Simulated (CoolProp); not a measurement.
Vapour-liquid equilibrium of CHF3 (R23) (1) + C2F6 (R116) (2) at 113 kPa; x and y are mole fractions of (1).

Values from CoolProp's multi-fluid Helmholtz-energy mixture model, Penoncello 2003 and Lemmon 2006; pair parameters Bell 2016.

```tsv
x	bubble temperature (K)	y at the bubble point	dew temperature at overall composition x (K)	liquid density (mol/L)
0.05	…	0.203	196.3	11.91
0.15	189.9	0.396	…	12.54
0.25	188.4	…	192.7	13.17
0.35	187.7	0.521	190.8	13.84
0.45	187.5	0.546	…	14.59
0.55	187.4	0.566	187.4	15.42
0.65	187.4	0.587	188.0	16.37
0.75	187.7	0.621	189.4	17.43
0.85	…	0.687	190.9	18.62
0.95	190.8	…	192.3	19.90
```

Problem. Complete the blanks.

Solution. 
- 0.05, bubble temperature (K): 193.6
- 0.15, dew temperature at overall composition x (K): 194.5
- 0.25, y at the bubble point: 0.479
- 0.45, dew temperature at overall composition x (K): 188.9
- 0.85, bubble temperature (K): 188.5
- 0.95, y at the bubble point: 0.842

y crosses x between x = 0.55 and 0.65: the model has an azeotrope there.

Pair parameters are fitted to limited data, so mixtures are less certain than the pure fluids.
